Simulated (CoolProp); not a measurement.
The numbers come from the reference Helmholtz-energy equation of state, Tillner-Roth 1997 in CoolProp.

### Question
For CH2F2 (R32), give the phase and the density (kg/m³), cp (kJ/(kg K)), cv (kJ/(kg K)), expansivity (1/kK) at 435 K and 2.07 MPa; 435 K and 8.26 MPa; 435 K and 12.4 MPa.

### Answer
- 435 K and 2.07 MPa: gas; density 31.8, cp 1.14, cv 0.914, expansivity 2.93
- 435 K and 8.26 MPa: supercritical; density 161, cp 1.62, cv 1.01, expansivity 6.10
- 435 K and 12.4 MPa: supercritical; density 288, cp 2.10, cv 1.06, expansivity 8.96
